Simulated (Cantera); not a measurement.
## N2O furnace oxynitridation

A perfectly stirred reactor is fed with N₂O : O₂ = 1 : 0.99 (molar parts), at 0.0132 atm; it is held at 1598 K, and followed from long to short residence time.

Detailed kinetics in Cantera: GRI-Mech 3.0 (53 species, 325 reactions). GRI-Mech 3.0 was tuned for natural gas; its chemistry of N2O as a main component is partial and can be far from experiment. Radical loss at walls, strong at low pressure, is not modelled. The temperature is held fixed by assumption; the heat of reaction is taken as removed at once.

```json
[
 {"τ (s)": "24", "x N₂O": "0.00751", "x O₂": "0.541", "x NO₂": "5.34e-5", "x N₂": "0.340", "x O": "0.000158", "x NO": "0.112"},
 {"τ (s)": "8.7", "x N₂O": "0.0197", "x O₂": "0.538", "x NO₂": "5.14e-5", "x N₂": "0.330", "x O": "0.000166", "x NO": "0.112"},
 {"τ (s)": "3.2", "x N₂O": "0.0497", "x O₂": "0.535", "x NO₂": "4.77e-5", "x N₂": "0.308", "x O": "0.000170", "x NO": "0.107"},
 {"τ (s)": "1.2", "x N₂O": "0.113", "x O₂": "0.529", "x NO₂": "4.03e-5", "x N₂": "0.265", "x O": "0.000171", "x NO": "0.0924"},
 {"τ (s)": "0.42", "x N₂O": "0.228", "x O₂": "0.520", "x NO₂": "2.74e-5", "x N₂": "0.187", "x O": "0.000172", "x NO": "0.0653"},
 {"τ (s)": "0.15", "x N₂O": "0.352", "x O₂": "0.510", "x NO₂": "1.41e-5", "x N₂": "0.103", "x O": "0.000172", "x NO": "0.0359"},
 {"τ (s)": "0.056", "x N₂O": "0.433", "x O₂": "0.503", "x NO₂": "5.64e-6", "x N₂": "0.0472", "x O": "0.000171", "x NO": "0.0165"},
 {"τ (s)": "0.020", "x N₂O": "0.475", "x O₂": "0.500", "x NO₂": "1.63e-6", "x N₂": "0.0184", "x O": "0.000170", "x NO": "0.00640"},
 {"τ (s)": "0.0074", "x N₂O": "0.492", "x O₂": "0.498", "x NO₂": "3.64e-7", "x N₂": "0.00699", "x O": "0.000165", "x NO": "0.00239"}
]
```
x: mole fraction; the columns are a selection and need not sum to one.
